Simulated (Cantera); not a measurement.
A closed system holds: 1 mol SrCl2, 490 mol H2, equilibrated at 75.0 Torr.

Cantera equilibrium calculation (NASA polynomials, part measured and part estimated; ideal gas, pure solids and liquids). Candidate condensed phases: Sr, SrCl2; 8 gas species. The numbers say what is thermodynamically allowed, not how fast it happens.

log p: log10 of the partial pressure in bar; n: condensed amount in mol.

```json
[
 {"T (°C)": "977", "log p H2": "-1.00", "log p SrCl2": "-5.39", "log p H": "-6.82", "log p HCl": "-6.73", "n SrCl2(l)": "0.979"},
 {"T (°C)": "1027", "log p H2": "-1.00", "log p SrCl2": "-4.91", "log p H": "-6.46", "log p HCl": "-6.31", "n SrCl2(l)": "0.938"},
 {"T (°C)": "1077", "log p H2": "-1.00", "log p SrCl2": "[?]", "log p H": "[?]", "log p HCl": "[?]", "n SrCl2(l)": "[?]"},
 {"T (°C)": "1127", "log p H2": "-1.00", "log p SrCl2": "-4.07", "log p H": "-5.81", "log p HCl": "-5.57", "n SrCl2(l)": "0.571"},
 {"T (°C)": "1177", "log p H2": "-1.00", "log p SrCl2": "-3.70", "log p H": "-5.52", "log p HCl": "-5.24", "n SrCl2(l)": "0"},
 {"T (°C)": "1227", "log p H2": "-1.00", "log p SrCl2": "-3.71", "log p H": "-5.25", "log p HCl": "-5.08", "n SrCl2(l)": "0"},
 {"T (°C)": "1277", "log p H2": "-1.00", "log p SrCl2": "-3.71", "log p H": "-5.00", "log p HCl": "-4.93", "n SrCl2(l)": "0"},
 {"T (°C)": "1327", "log p H2": "-1.00", "log p SrCl2": "-3.72", "log p H": "-4.77", "log p HCl": "-4.78", "n SrCl2(l)": "0"},
 {"T (°C)": "1377", "log p H2": "-1.00", "log p SrCl2": "-3.73", "log p H": "-4.54", "log p HCl": "-4.65", "n SrCl2(l)": "0"},
 {"T (°C)": "1427", "log p H2": "-1.00", "log p SrCl2": "-3.74", "log p H": "[?]", "log p HCl": "[?]", "n SrCl2(l)": "0"},
 {"T (°C)": "1477", "log p H2": "-1.00", "log p SrCl2": "-3.76", "log p H": "-4.13", "log p HCl": "-4.41", "n SrCl2(l)": "0"},
 {"T (°C)": "1527", "log p H2": "-1.00", "log p SrCl2": "-3.78", "log p H": "-3.95", "log p HCl": "-4.30", "n SrCl2(l)": "0"}
]
```

### Question
Some entries are withheld; supply them.

### Answer

- 1077, log p SrCl2: -4.47
- 1077, log p H: -6.12
- 1077, log p HCl: -5.93
- 1077, n SrCl2(l): 0.831
- 1427, log p H: -4.33
- 1427, log p HCl: -4.52
